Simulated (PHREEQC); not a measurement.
Copper plating or etch bath: an equilibrium model

Solution (20 °C): 0.27 mol CuCl2, 0.00011 mol HBF4 and 0.14 mol H3BO3 per kg of water. Closed to the air; pH follows from the charge balance.

All values are PHREEQC results (ion-association model, wateq4f.dat), not measurements.

```yaml
pH: 3.56
ionic_strength: 0.699 mol/kgw
activity_of_water: 0.985
total_alkalinity: -0.440 meq/kg
```

```csv
species,molality,activity,log γ
Cl-,0.482,0.300,-0.205
Cu+2,0.216,0.0495,-0.640
H3BO3,0.140,0.165,0.070
CuCl+,0.0497,0.0312,-0.202
CuCl2,0.00406,0.00477,0.070
H+,0.000369,0.000278,-0.122
F-,0.000180,0.000110,-0.216
```

Precipitation was switched off in this run. Real BF4- forms and hydrolyses slowly; the run takes it at equilibrium.
